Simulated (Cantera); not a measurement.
Thermodynamics of fluorocarbon and chlorocarbon gases, feed CH3Cl + H2

Input: 1 mol CH3Cl, 0.16 mol H2, held at 1902 °C and 0.133 bar.

Method: chemical equilibrium by Gibbs-energy minimisation in Cantera with the NASA 1993 tables (ideal gas, pure condensed phases). Candidate condensed phases: C, C6H6, C7H8, C8H18; 91 gas species. The numbers say what is thermodynamically allowed, not how fast it happens.

```
Quantity                Result
-------------------  ---------
x(H2)                    0.530
x(HCl)                   0.453
x(H)                   0.00973
x(Cl)                  0.00607
x(C2H2 (acetylene))    0.00118
x(CH4)                 1.04e-5
x(C2HCl)               6.32e-6
x(CH3)                 3.67e-6
x(Cl2)                 2.64e-6
n(C(graphite))       0.995 mol
gas amount           2.177 mol
```
